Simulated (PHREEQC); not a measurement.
0.15 g of hydrous ferric oxide (600 m²/g; 0.2 weak and 0.005 strong sites per Fe, Dzombak-Morel constants, diffuse double layer) in 1 kg of water with 0.05 mol/kgw of an inert sodium salt and 9.5e-06 mol/kgw ZnCl2 and 0.00043 mol/kgw Na2HAsO4, at 25 °C; the pH is set by adding NaOH or the inert anion's acid. O2 is buffered at 0.21 atm. No CO2 enters from the air. Precipitation was switched off in this run.

Equilibrium calculation in PHREEQC: ion-association model, wateq4f.dat.

```
pH   Zn sorbed (%)  As sorbed (%)  surface charge σ (C/m²)  surface potential ψ (mV)
---  -------------  -------------  -----------------------  ------------------------
4              0.0           75.9                    0.011                        21
4.5            0.2           74.9                    0.005                        10
5              ___           73.3                      ___                        -3
5.5           14.5           70.6                   -0.009                       ___
6             48.3           66.9                   -0.018                       ___
6.5           77.7           61.9                   -0.028                       -47
7             94.5            ___                   -0.037                       -58
7.5           99.4           48.7                   -0.043                       -65
8             99.9           40.8                   -0.049                       -71
8.5          100.0            ___                      ___                       -79
9            100.0           19.4                   -0.076                       -91
9.5          100.0           13.7                   -0.098                      -104
10           100.0           10.7                   -0.124                      -115
```

Question: Complete the blanks.

Answer: 
- 5, Zn sorbed (%): 1.9
- 5, surface charge σ (C/m²): -0.002
- 5.5, surface potential ψ (mV): -18
- 6, surface potential ψ (mV): -33
- 7, As sorbed (%): 55.6
- 8.5, As sorbed (%): 29.7
- 8.5, surface charge σ (C/m²): -0.059

Species that the database lacks are ignored. The database has no arsenate complexes of Zn.
